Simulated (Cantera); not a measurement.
An adiabatic, constant-volume homogeneous reactor starts with CO : H2 : O2 : N2 = 1.9 : 0.29 : 1.29 : 4.85 (molar parts), at 1025 K and 4.93 atm.

Model: GRI-Mech 3.0 (53 species, 325 reactions), integrated in Cantera. The hydrogen kinetics of GRI-Mech 3.0 are dated; newer H2 mechanisms differ, most at raised pressure.

Q: Predict: time of steepest temperature rise; temperature at 1.00 s; equilibrium temperature; x(CO) at 1.00 s; x(H2) at 1.00 s; x(O2) at 1.00 s; x(H2O) at 1.00 s; x(O) at 1.00 s.

A: 
```
Quantity                                                             Value
---------------------------------  ---------------------------------------
time of steepest temperature rise                                  1.53 ms
temperature at 1.00 s                                               2872 K
equilibrium temperature                                             2872 K
x(CO) at 1.00 s                      0.0556 (gas-phase equilibrium 0.0556)
x(H2) at 1.00 s                    0.00129 (gas-phase equilibrium 0.00129)
x(O2) at 1.00 s                      0.0424 (gas-phase equilibrium 0.0424)
x(H2O) at 1.00 s                     0.0329 (gas-phase equilibrium 0.0329)
x(O) at 1.00 s                     0.00417 (gas-phase equilibrium 0.00417)
```
